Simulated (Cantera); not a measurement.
Feed: 1 mol SiCl4, 290 mol H2, at 1000 K and 0.100 bar.

Method: chemical equilibrium by Gibbs-energy minimisation in Cantera with the NASA 1993 tables (ideal gas, pure condensed phases). Candidate condensed phases: Si; 19 gas species. The tables' values for SiCl3 are old estimates; treat these amounts as uncertain. Kinetics and transport are ignored.

Base state: H2 0.991, HCl 0.00663, SiHCl3 0.000966, SiCl4 0.000917, SiH2Cl2 0.000110, SiCl2 7.53e-5, SiCl3 5.34e-5 (mole fractions); condensed: Si(s).

Question: What changes in the equilibrium state with this change: temperature from 1000 K to 925 K?

Answer: 
| species | before | after |
|---|---|---|
| H2 | 0.991 | 0.993 |
| HCl | 0.00663 | 0.00370 |
| SiCl4 | 0.000917 | 0.00139 |
| SiCl2 | 7.53e-5 | 1.99e-5 |
| SiCl3 | 5.34e-5 | 2.64e-5 |
| SiHCl3 | 0.000966 | 0.00136 |
| SiH2Cl2 | 0.000110 | 0.000130 |
| Si(s), mol | 0.381 | 0.146 |

Question: What changes in the equilibrium state with this change: temperature from 1000 K to 1723 K?

Answer: 
```tsv
species	before	after
H2	0.991	0.986
HCl	0.00663	0.0126
H	7.15e-9	0.000573
SiHCl3	0.000966	1.39e-7
SiCl2	7.53e-5	0.000554
SiCl4	0.000917	8.62e-9
SiH2	<1e-9	1.67e-5
SiH2Cl2	0.000110	3.96e-7
SiCl3	5.34e-5	1.60e-6
Si(s), mol	0.381	0
Si(l), mol	0	0.827
```
Gases not in the tables: Si2H6 and higher silanes.

Question: What changes in the equilibrium state with this change: temperature from 1000 K to 823.15 K?

Answer: 
```json
[
 {"species": "H2", "before": "0.991", "after": "0.995"},
 {"species": "SiCl4", "before": "0.000917", "after": "0.00191"},
 {"species": "HCl", "before": "0.00663", "after": "0.00162"},
 {"species": "SiCl2", "before": "7.53e-5", "after": "1.14e-6"},
 {"species": "SiCl3", "before": "5.34e-5", "after": "4.93e-6"},
 {"species": "Si(s), mol", "before": "0.381", "after": "0"}
]
```
